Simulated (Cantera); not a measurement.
## Thermodynamics of roasting and sulfation, feed FeS2 + H2S + N2

Charge: 1 mol FeS2, 0.18 mol H2S, 14 mol N2, held at 1000 Pa.

Equilibrium computed with Cantera from the NASA thermochemical tables; the gas is ideal and each condensed phase is pure. Candidate condensed phases: Fe, FeS, FeS2, S; 16 gas species. FeS: taken at fixed stoichiometry. Gases not in the tables: S3 to S7. The numbers say what is thermodynamically allowed, not how fast it happens.

From 600 °C to 1100 °C the condensed part is FeS(s).

```csv
T (°C),x N2,x S2,x H2S,x H2,x SH,x S,x H,n FeS(s)
600,0.953,0.0345,0.0113,0.000935,1.26e-6,2.95e-10,1.43e-11,1.00
650,0.953,0.0349,0.0106,0.00169,2.98e-6,1.48e-9,1.01e-10,1.00
700,0.952,0.0354,0.00949,0.00275,6.31e-6,6.33e-9,5.67e-10,1.00
750,0.952,0.0360,0.00818,0.00405,1.21e-5,2.35e-8,2.63e-9,1.00
800,0.951,0.0367,0.00678,0.00544,2.13e-5,7.76e-8,1.03e-8,1.00
850,0.950,0.0373,0.00543,0.00677,3.48e-5,2.30e-7,3.51e-8,1.00
900,0.950,0.0379,0.00425,0.00794,5.33e-5,6.23e-7,1.05e-7,1.00
950,0.949,0.0383,0.00327,0.00889,7.76e-5,1.55e-6,2.84e-7,1.00
1000,0.949,0.0387,0.00251,0.00963,0.000108,3.60e-6,7.00e-7,1.00
1050,0.949,0.0389,0.00193,0.0102,0.000145,7.84e-6,1.60e-6,1.00
1100,0.949,0.0391,0.00149,0.0106,0.000190,1.61e-5,3.43e-6,1.000
```
x: gas mole fraction; n: condensed amount in mol.
